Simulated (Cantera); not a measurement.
Feed: 1 mol MgSO4, 3.8 mol CO2, 1.7 mol H2, at 180 Torr.

These are equilibrium values from Cantera (NASA tables, ideal gas, pure condensed phases), not measurements of a reactor. Candidate condensed phases: C, C6H6, C7H8, C8H18, H2O, H2SO4, Mg, MgCO3, MgO, Mg(OH)2, MgS, MgSO4, S; 130 gas species. Gases not in the tables: S3 to S7. Kinetics and transport are ignored.

Q: At 1023 K, list the 7 most abundant gas species with their mole fractions, and the condensed phases.

A: CO2 0.599, H2O 0.258, SO2 0.110, S2 0.0181, H2S 0.0103, CO 0.00260, H2 0.00146. Condensed: MgO(s).
